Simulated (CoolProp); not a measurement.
CHF3 (R23) at several states: fugacity coefficient from the reference equation and from simpler models built on Tc = 299.3 K, pc = 4.832 MPa, ω = 0.263; each cubic takes its own stable root.

Computed with CoolProp (reference Helmholtz-energy equation of state, Penoncello 2003).

```
T (K)  p (MPa)   phase  reference  van der Waals  Redlich-Kwong  Soave-Redlich-Kwong  Peng-Robinson
-----  -------  ------  ---------  -------------  -------------  -------------------  -------------
124.6    0.523  liquid  0.0003386     (withheld)       0.001131            0.0003048      0.0003584
280.9     11.3  liquid     0.2468     (withheld)         0.2853           (withheld)     (withheld)
452.6   0.0571     gas     0.9991         0.9988         0.9989               0.9993         0.9990
```

Q: Some entries are withheld; supply them.

A: 
- 124.6, van der Waals: 0.06771
- 280.9, van der Waals: 0.3420
- 280.9, Soave-Redlich-Kwong: 0.2695
- 280.9, Peng-Robinson: 0.2536
